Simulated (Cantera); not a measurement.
A closed system holds: 1 mol CHF3, a varied amount of F2, equilibrated at 2200 °C and 10.0 mbar.

These are equilibrium values from Cantera (NASA tables, ideal gas, pure condensed phases), not measurements of a reactor. Candidate condensed phases: C, C6H6, C7H8, C8H18; 95 gas species. Gases not in the tables: C2F6 and larger saturated fluorocarbons. Kinetics and transport are ignored.

**Question.** Which condensed phases are stable at each of these points (n(F2) (mol)): 0.21, 0.26, 0.33, 0.42, 0.53, 0.68, 0.86, 1.1, 1.4, 1.7, 2.2, 2.8?

**Answer.** 
```csv
n(F2) (mol),condensed phases,C condensed (%)
0.21,C(graphite),34.3
0.26,C(graphite),31.3
0.33,C(graphite),27.1
0.42,C(graphite),21.7
0.53,C(graphite),15.0
0.68,C(graphite),6.0
0.86,gas only,0.0
1.1,gas only,0.0
1.4,gas only,0.0
1.7,gas only,0.0
2.2,gas only,0.0
2.8,gas only,0.0
```

From 0.21 mol F2 to 0.68 mol F2 the condensed part is C(graphite). From 0.86 mol F2 to 2.8 mol F2 nothing is condensed.
